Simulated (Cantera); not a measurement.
Feed: 1 mol BCl3, 3.8 mol H2, held at 975 K and 0.0480 bar.

Cantera equilibrium calculation (NASA polynomials, part measured and part estimated; ideal gas, pure solids and liquids). Candidate condensed phases: B; 13 gas species. Gases not in the tables: BHCl2. Equilibrium is a limit: real reactors are often held back by kinetics, nucleation or transport.

Base state: H2 0.732, BCl3 0.174, HCl 0.0938 (mole fractions); condensed: B(s).

Question: What changes in the equilibrium state with this change: 0.12 mol N2 added?

Answer: 
```csv
species,before,after
H2,0.732,0.699
BCl3,0.174,0.154
HCl,0.0938,0.146
"B(s), mol",0.152,0
"BN(s), mol",0,0.240
```
N2 is the only nitrogen source here; it is nearly inert below about 1500 K, so the nitride shown seldom forms there in practice. Further candidate phases: BN, NH4Cl.

Question: What changes in the equilibrium state with this change: temperature from 975 K to 1125 K?

Answer: 
| species | before | after |
|---|---|---|
| H2 | 0.732 | 0.687 |
| HCl | 0.0938 | 0.166 |
| BCl3 | 0.174 | 0.147 |
| BCl2 | 6.58e-7 | 1.28e-5 |
| B(s), mol | 0.152 | 0.273 |
The tables' values for BCl2 are old estimates; treat these amounts as uncertain.
